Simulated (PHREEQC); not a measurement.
Consider water at 20 °C with 0.022 mol/kgw HF, 0.029 mol/kgw H2SiF6, 0.0011 mol/kgw H3BO3 and 0.00071 mol/kgw HNO3. Closed to the air; pH follows from the charge balance.

All values are PHREEQC results (ion-association model, wateq4f.dat), not measurements.

- pH: 1.30
- ionic strength: 0.0891 mol/kgw
- total alkalinity: -197 meq/kg

```
species    molality  activity   log γ
---------  --------  --------  ------
H+           0.0601    0.0500  -0.080
SiF6-2       0.0290    0.0114  -0.406
HF           0.0158    0.0161   0.009
BF4-        0.00107  0.000806  -0.121
H2F2       0.000791  0.000807   0.009
NO3-       0.000710  0.000543  -0.117
F-         0.000304  0.000235  -0.112
BF3OH-      2.21e-5   1.67e-5  -0.121
HF2-        1.80e-5   1.39e-5  -0.112
H3BO3       1.03e-5   1.05e-5   0.009
H4SiO4      4.39e-6   4.48e-6   0.009
BF2(OH)2-   1.56e-6   1.18e-6  -0.121
BF(OH)3-    1.23e-9  9.32e-10  -0.121
```

No solid was allowed to form. SiF6-2 is the database's only silicon fluoride. Real BF4- forms and hydrolyses slowly; the run takes it at equilibrium.
